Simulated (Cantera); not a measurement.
A closed system holds: 1 mol SiH₂Cl₂, 0.0067 mol Cl₂, 15 mol H₂, equilibrated at 1275 °C and 1.00 bar.

Equilibrium computed with Cantera from the NASA thermochemical tables; the gas is ideal and each condensed phase is pure. Candidate condensed phases: Si; 19 gas species. The tables' values for SiCl₃ are old estimates; treat these amounts as uncertain. The numbers say what is thermodynamically allowed, not how fast it happens.

Task: What is the equilibrium state?

Result: 
```json
{
  "x(H₂)": "0.909",
  "x(HCl)": "0.0688",
  "x(SiCl₂)": "0.0173",
  "x(SiCl₃)": "0.00231",
  "x(SiHCl₃)": "0.00139",
  "x(SiCl₄)": "0.000863",
  "x(SiH₂Cl₂)": "0.000366",
  "x(H)": "2.94e-5",
  "x(SiH₃Cl)": "2.85e-5",
  "n(Si(s))": "0.622 mol",
  "gas_amount": "16.94 mol"
}
```
